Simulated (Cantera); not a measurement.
## Ignition delay

Mixture: CH₄ : O₂ : N₂ = 1 : 3.45 : 13 (molar parts), equivalence ratio 0.58, at 101000 Pa, adiabatic and at constant pressure. Ignition delay is the time to a rise of 400 K.

Detailed kinetics in Cantera: GRI-Mech 3.0 (53 species, 325 reactions).

| T0 (K) | delay (ms) |
|---|---|
| 1323 | 6.60 |
| 1423 | 2.08 |
| 1523 | 0.780 |
| 1623 | 0.344 |
| 1723 | 0.172 |
| 1823 | 0.0946 |
| 1923 | 0.0560 |
| 2023 | 0.0352 |
| 2123 | 0.0232 |
| 2223 | 0.0160 |

apparent activation energy between 2023 and 2223 K: 150 kJ/mol
